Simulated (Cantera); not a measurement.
**Aluminium nitride and oxide growth: Al(CH3)3 + NH3 + N2**

Feed: 1 mol Al(CH3)3, 2.4 mol NH3, 23 mol N2, equilibrated at 10.0 mbar.

Method: chemical equilibrium by Gibbs-energy minimisation in Cantera with the NASA 1993 tables (ideal gas, pure condensed phases). Candidate condensed phases: Al, AlN, C, C6H6, C7H8, C8H18; 97 gas species. The feed counts by its element totals alone. The numbers say what is thermodynamically allowed, not how fast it happens.

| T (K) | log p N2 | log p H2 | log p Al | log p H | log p HCN | n AlN(s) | n C(graphite) |
|---|---|---|---|---|---|---|---|
| 1673 | -2.13 | -2.60 | -6.85 | -5.24 | -4.86 | 1.000 | 2.95 |
| 1698 | -2.13 | -2.60 | -6.56 | -5.14 | -4.80 | 0.999 | 2.95 |
| 1723 | -2.13 | -2.60 | -6.28 | -5.04 | -4.74 | 0.998 | 2.94 |
| 1748 | -2.13 | -2.60 | -6.00 | -4.94 | -4.69 | 0.997 | 2.93 |
| 1773 | -2.13 | -2.60 | -5.74 | -4.84 | -4.63 | 0.994 | 2.92 |
| 1798 | -2.13 | -2.60 | -5.48 | -4.75 | -4.58 | 0.989 | 2.91 |
| 1823 | -2.13 | -2.60 | -5.23 | -4.66 | -4.53 | 0.981 | 2.90 |
| 1848 | -2.13 | -2.60 | -4.98 | -4.58 | -4.48 | 0.966 | 2.89 |
| 1873 | -2.13 | -2.60 | -4.74 | -4.49 | -4.43 | 0.941 | 2.87 |
| 1898 | -2.13 | -2.60 | -4.51 | -4.41 | -4.38 | 0.899 | 2.86 |
| 1923 | -2.13 | -2.61 | -4.28 | -4.33 | -4.34 | 0.829 | 2.84 |
log p: log10 of the partial pressure in bar; n: condensed amount in mol.

From 1673 K to 1923 K the condensed part is AlN(s) + C(graphite). The main Al-bearing gas is Al throughout. The share of Al in condensed phases is highest at 1673 K (100.0 %) and lowest at 1923 K (82.9 %).
